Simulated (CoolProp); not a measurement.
Vapour pressure (MPa) of 1-butene: the reference equation beside estimates from Tc = 419.3 K, pc = 4.006 MPa, ω = 0.192.

Values from CoolProp's reference Helmholtz-energy equation of state, Lemmon 2005. It is a short technical equation, of lower accuracy than the large ones.

```tsv
T (K)	reference	Lee-Kesler	van der Waals	Redlich-Kwong	Soave-Redlich-Kwong	Peng-Robinson
300.1	0.3152	0.3158	0.8985	0.4214	0.3158	0.3142
310.4	0.4241	0.4260	1.062	0.5522	0.4263	0.4229
320.7	0.5590	0.5623	1.243	0.7094	0.5636	0.5580
331	0.7234	0.7282	1.444	0.8955	0.7315	0.7232
341.4	0.9231	0.9295	1.665	1.115	0.9359	0.9246
351.7	1.158	1.166	1.905	1.367	1.177	1.162
362	1.435	1.444	2.165	1.654	1.460	1.443
372.3	1.758	1.768	2.446	1.980	1.790	1.771
382.6	2.132	2.143	2.748	2.346	2.171	2.151
392.9	2.563	2.576	3.072	2.754	2.607	2.588
403.3	3.066	3.079	3.422	3.211	3.107	3.092
```

Absolute difference from the reference over all 11 rows, mean and median: Lee-Kesler 0.5 and 0.6 %, van der Waals 77.5 and 64.5 %, Redlich-Kwong 18.5 and 18.0 %, Soave-Redlich-Kwong 1.3 and 1.4 %, Peng-Robinson 0.5 and 0.3 %.
